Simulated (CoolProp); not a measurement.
Properties of ammonia along the isobar 10.5 MPa.

The numbers come from the reference Helmholtz-energy equation of state, Gao 2020 in CoolProp.

| T (°C) | phase | cp (kJ/(kg K)) | expansivity (1/kK) | viscosity (µPa s) | Prandtl number | fugacity coefficient |
|---|---|---|---|---|---|---|
| 7.45 | liquid | 4.574 | 2.094 | 166 | 1.37 | 0.05561 |
| 26.55 | liquid | 4.682 | 2.348 | 137 | 1.29 | 0.09956 |
| 45.65 | liquid | 4.839 | 2.699 | 115 | 1.24 | 0.1629 |
| 64.85 | liquid | ? | 3.229 | 96.2 | 1.24 | 0.2478 |
| 83.95 | liquid | 5.490 | 4.125 | 80.3 | ? | 0.3533 |
| 103.05 | liquid | 6.356 | ? | 65.7 | 1.41 | 0.4769 |
| 122.15 | liquid | 10.30 | 15.68 | 49.5 | ? | 0.6121 |
| 141.35 | gas | 8.008 | 15.43 | 16.8 | 1.69 | 0.6976 |
| 160.45 | gas | 5.186 | 8.362 | 16.8 | 1.31 | 0.7451 |

### Question
Fill in the missing entries.

### Answer

- 64.85, cp (kJ/(kg K)): 5.081
- 83.95, Prandtl number: 1.27
- 103.05, expansivity (1/kK): 6.076
- 122.15, Prandtl number: 2.15

Viscosity comes from a separate model (Fenghour 1995). Thermal conductivity comes from a separate model (Tufeu 1984).
